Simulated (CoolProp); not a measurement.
Saturation properties of octamethyltrisiloxane (MDM) (Tc = 565.4 K, pc = 14.38 bar, ω = 0.528).

The numbers come from the reference Helmholtz-energy equation of state, Thol 2017 in CoolProp.

| T (K) | p (bar) | liquid density (kg/m³) | liquid cp (kJ/(kg K)) | vapour Z |
|---|---|---|---|---|
| 407.5 | 0.6138 | 697.4 | 2.062 | 0.9482 |
| 416.2 | 0.7861 | 686.9 | 2.086 | 0.9381 |
| 424.9 | 0.9940 | 676.1 | 2.110 | 0.9267 |
| 433.6 | 1.242 | 665.0 | 2.135 | 0.9139 |
| 442.3 | 1.536 | 653.6 | 2.160 | 0.8998 |
| 451 | 1.880 | 641.8 | 2.187 | 0.8841 |
| 459.7 | 2.280 | 629.5 | 2.214 | 0.8668 |
| 468.4 | 2.741 | 616.8 | 2.243 | 0.8478 |
| 477 | 3.264 | 603.6 | 2.274 | 0.8271 |
| 485.7 | 3.866 | 589.6 | 2.307 | 0.8041 |
| 494.4 | 4.549 | 574.7 | 2.344 | 0.7787 |
| 503.1 | 5.320 | 558.9 | 2.386 | 0.7506 |
| 511.8 | 6.187 | 541.7 | 2.436 | 0.7193 |
| 520.5 | 7.159 | 523.0 | 2.499 | 0.6841 |

It boils at 425.6 K under 1 atm.
